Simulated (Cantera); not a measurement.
Input: 1 mol B2O3, 3.2 mol H2O, 0.81 mol N2, held at 7.50 Torr.

Method: chemical equilibrium by Gibbs-energy minimisation in Cantera with the NASA 1993 tables (ideal gas, pure condensed phases). Candidate condensed phases: B, BN, B2O3, B3O3H3, H2O; 39 gas species. Gases not in the tables: H3BO3. Kinetics and transport are ignored.

At 1200 K, list the 5 most abundant gas species with their mole fractions, and the condensed phases.

H2O 0.790, N2 0.201, HBO2 0.00739, (HBO2)3 0.000821, H2 2.79e-5. Condensed: B2O3(l).
